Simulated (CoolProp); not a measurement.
Vapour-liquid equilibrium of R134a (1) + R152A (2) at 72.85 °C; x and y are mole fractions of (1).

Model: multi-fluid Helmholtz-energy mixture model, Tillner-Roth 1994 and Outcalt 1996; pair parameters Lemmon 2004, in CoolProp.

```
x      bubble pressure (MPa)  y at the bubble point  dew pressure at overall composition x (MPa)  liquid density (mol/L)
-----  ---------------------  ---------------------  -------------------------------------------  ----------------------
0.05                   2.016                  0.052                                        2.015                   11.30
0.125                  2.027                  0.130                                        2.026                   11.13
0.2                    2.040                  0.208                                        2.038                   10.97
0.275                  2.054                  0.286                                        2.052                   10.81
0.35                   2.069                  0.364                                        2.067                   10.67
0.425                  2.086                  0.441                                        2.083                   10.52
0.5                    2.104                  0.517                                        2.100                   10.39
0.575                  2.123                  0.592                                        2.119                   10.25
0.65                   2.144                  0.667                                        2.139                   10.13
0.725                  2.166                  0.740                                        2.161                   10.00
0.8                    2.189                  0.813                                        2.184                   9.884
0.875                  2.213                  0.884                                        2.209                   9.770
0.95                   2.238                  0.954                                        2.236                   9.660
```

No azeotrope shows between x = 0.05 and 0.95.

The pair parameters rest on a limited set of measurements; away from them the model extrapolates.
